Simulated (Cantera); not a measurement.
**Fe2O3 + H2 + N2 (hydrogen reduction and annealing atmospheres)**

Charge: 1 mol Fe2O3, 270 mol H2, 44 mol N2, equilibrated at 1575 °C and 100000 Pa.

Method: chemical equilibrium by Gibbs-energy minimisation in Cantera with the NASA 1993 tables (ideal gas, pure condensed phases). Candidate condensed phases: Fe, FeO, Fe(OH)2, Fe(OH)3, Fe2O3, Fe3O4, H2O; 27 gas species. The numbers say what is thermodynamically allowed, not how fast it happens.

* **x(H2)**: 0.850
* **x(N2)**: 0.140
* **x(H2O)**: 0.00955
* **x(H)**: 0.000489
* **x(Fe)**: 5.71e-5
* **x(NH3)**: 7.76e-6
* **n(Fe(l))**: 1.98 mol
* **gas amount**: 314.1 mol
